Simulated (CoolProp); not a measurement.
Vapour-liquid equilibrium of CHF3 (R23) (1) + R22 (2) at -98.45 °C; x and y are mole fractions of (1).

The numbers come from the multi-fluid Helmholtz-energy mixture model, Penoncello 2003 and Kamei 1995; pair parameters Bell 2016 in CoolProp.

```json
[
 {"x": "0.05", "bubble pressure, mixture model (kPa)": "4.765", "bubble pressure, Raoult's law (kPa)": "3.968", "y, mixture model": "___", "y, Raoult's law": "0.445"},
 {"x": "0.15", "bubble pressure, mixture model (kPa)": "9.327", "bubble pressure, Raoult's law (kPa)": "7.266", "y, mixture model": "0.786", "y, Raoult's law": "0.729"},
 {"x": "0.25", "bubble pressure, mixture model (kPa)": "13.41", "bubble pressure, Raoult's law (kPa)": "10.56", "y, mixture model": "0.866", "y, Raoult's law": "0.835"},
 {"x": "0.35", "bubble pressure, mixture model (kPa)": "17.03", "bubble pressure, Raoult's law (kPa)": "13.86", "y, mixture model": "0.906", "y, Raoult's law": "0.891"},
 {"x": "0.45", "bubble pressure, mixture model (kPa)": "20.22", "bubble pressure, Raoult's law (kPa)": "17.16", "y, mixture model": "___", "y, Raoult's law": "0.926"},
 {"x": "0.55", "bubble pressure, mixture model (kPa)": "___", "bubble pressure, Raoult's law (kPa)": "20.46", "y, mixture model": "0.947", "y, Raoult's law": "0.949"},
 {"x": "0.65", "bubble pressure, mixture model (kPa)": "25.76", "bubble pressure, Raoult's law (kPa)": "23.75", "y, mixture model": "0.960", "y, Raoult's law": "0.966"},
 {"x": "0.75", "bubble pressure, mixture model (kPa)": "28.33", "bubble pressure, Raoult's law (kPa)": "27.05", "y, mixture model": "___", "y, Raoult's law": "0.979"},
 {"x": "0.85", "bubble pressure, mixture model (kPa)": "30.95", "bubble pressure, Raoult's law (kPa)": "30.35", "y, mixture model": "___", "y, Raoult's law": "0.989"},
 {"x": "0.95", "bubble pressure, mixture model (kPa)": "___", "bubble pressure, Raoult's law (kPa)": "33.65", "y, mixture model": "0.994", "y, Raoult's law": "0.997"}
]
```

Question: What belongs in the gaps?

Answer: 
- 0.05, y, mixture model: 0.536
- 0.45, y, mixture model: 0.930
- 0.55, bubble pressure, mixture model (kPa): 23.10
- 0.75, y, mixture model: 0.972
- 0.85, y, mixture model: 0.983
- 0.95, bubble pressure, mixture model (kPa): 33.77

The largest gap from Raoult's law is +28.4 % in bubble pressure, at x = 0.15. No azeotrope shows between x = 0.05 and 0.95.

Pair parameters are fitted to limited data, so mixtures are less certain than the pure fluids.
